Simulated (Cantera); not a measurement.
# N2O furnace oxynitridation

An isothermal, constant-pressure homogeneous reactor starts with 100 % N2O, at 1125 K and 0.200 bar.

Computed with Cantera and GRI-Mech 3.0 (53 species, 325 reactions). GRI-Mech 3.0 was tuned for natural gas; its chemistry of N2O as a main component is partial and can be far from experiment. The mechanism lacks the step 2 NO + O2 → 2 NO2, which can matter for NO2 below about 1400 K. The temperature is held fixed by assumption; the heat of reaction is taken as removed at once.

```json
[
 {"t (s)": "5.00e-6", "x N2O": "1.00", "x NO": "6.33e-10", "x N2": "7.06e-8", "x O2": "3.81e-9", "x O": "6.26e-8"},
 {"t (s)": "1.62e-5", "x N2O": "1.00", "x NO": "6.02e-9", "x N2": "2.52e-7", "x O2": "3.62e-8", "x O": "1.76e-7"},
 {"t (s)": "5.22e-5", "x N2O": "1.000", "x NO": "4.81e-8", "x N2": "9.86e-7", "x O2": "2.90e-7", "x O": "3.83e-7"},
 {"t (s)": "0.000169", "x N2O": "1.000", "x NO": "2.67e-7", "x N2": "3.86e-6", "x O2": "1.61e-6", "x O": "5.12e-7"},
 {"t (s)": "0.000545", "x N2O": "1.000", "x NO": "1.03e-6", "x N2": "1.35e-5", "x O2": "6.24e-6", "x O": "5.18e-7"},
 {"t (s)": "0.00176", "x N2O": "1.000", "x NO": "3.52e-6", "x N2": "4.47e-5", "x O2": "2.12e-5", "x O": "5.18e-7"},
 {"t (s)": "0.00568", "x N2O": "1.000", "x NO": "1.15e-5", "x N2": "0.000145", "x O2": "6.96e-5", "x O": "5.18e-7"},
 {"t (s)": "0.0184", "x N2O": "0.999", "x NO": "3.75e-5", "x N2": "0.000471", "x O2": "0.000226", "x O": "5.18e-7"},
 {"t (s)": "0.0593", "x N2O": "0.998", "x NO": "0.000121", "x N2": "0.00152", "x O2": "0.000730", "x O": "5.18e-7"},
 {"t (s)": "0.192", "x N2O": "0.992", "x NO": "0.000390", "x N2": "0.00489", "x O2": "0.00235", "x O": "5.18e-7"},
 {"t (s)": "0.619", "x N2O": "0.976", "x NO": "0.00124", "x N2": "0.0156", "x O2": "0.00750", "x O": "5.17e-7"},
 {"t (s)": "2.00", "x N2O": "0.924", "x NO": "0.00386", "x N2": "0.0487", "x O2": "0.0234", "x O": "5.15e-7"}
]
```
x: mole fraction; the columns are a selection and need not sum to one.

Equilibrium at this temperature and pressure: N2O 3.75e-9, NO 0.000124, N2 0.667, O2 0.333, O 6.00e-9 (gas phase only).
